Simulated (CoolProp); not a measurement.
Vapour-liquid equilibrium of R22 (1) + R11 (2) at 0.236 bar; x and y are mole fractions of (1).

Computed with CoolProp (multi-fluid Helmholtz-energy mixture model, Kamei 1995 and Jacobsen 1992; pair parameters Bell 2016).

```csv
x,"bubble temperature, mixture model (K)","bubble temperature, Raoult's law (K)","y, mixture model","y, Raoult's law"
0.05,243.5,250.1,0.620,0.461
0.125,230.6,239.1,0.836,0.730
0.2,223.9,231.9,0.901,0.841
0.275,219.8,226.6,0.931,0.897
0.35,217.0,222.6,0.947,0.930
0.425,214.9,219.3,0.958,0.951
0.5,213.3,216.6,0.966,0.965
0.575,211.9,214.3,0.972,0.975
0.65,210.6,212.3,0.978,0.982
0.725,209.5,210.5,0.982,0.988
0.8,208.4,208.9,0.987,0.992
0.875,207.3,207.5,0.992,0.996
0.95,206.2,206.2,0.997,0.998
```

The largest gap from Raoult's law is -8.5 K in bubble temperature, at x = 0.125. No azeotrope shows between x = 0.05 and 0.95.

Pair parameters are fitted to limited data, so mixtures are less certain than the pure fluids.
